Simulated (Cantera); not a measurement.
An isothermal, constant-pressure homogeneous reactor starts with NH3 : H2 = 1 : 0.16 (molar parts), at 1323 K and 42000 Pa. Integrator tolerance rtol = 1e-08.

Model: the gas-phase N/H chemistry of the illustrative SiF4/NH3 mechanism in the Surface Chemkin manual (1991), integrated in Cantera. Walls and surfaces, which speed up NH3 decomposition in real reactors, are not modelled.

Problem. What does this change do: temperature 1323 to 2400 K?

Solution. 
```
quantity                                             before                                      after
-----------------  ----------------------------------------  -----------------------------------------
x(NH3) at 10.0 s      0.858 (gas-phase equilibrium 1.52e-5)    1.52e-6 (gas-phase equilibrium 1.52e-6)
x(H2) at 10.0 s         0.141 (gas-phase equilibrium 0.769)        0.750 (gas-phase equilibrium 0.750)
x(NH2) at 10.0 s   6.90e-6 (gas-phase equilibrium 7.92e-11)    1.40e-7 (gas-phase equilibrium 1.40e-7)
x(N2H4) at 10.0 s    4.38e-8 (gas-phase equilibrium <1e-12)      <1e-12 (gas-phase equilibrium <1e-12)
x(N2H2) at 10.0 s    7.18e-8 (gas-phase equilibrium <1e-12)  1.77e-12 (gas-phase equilibrium 1.77e-12)
x(H) at 10.0 s      6.09e-7 (gas-phase equilibrium 2.16e-6)      0.0214 (gas-phase equilibrium 0.0214)
```
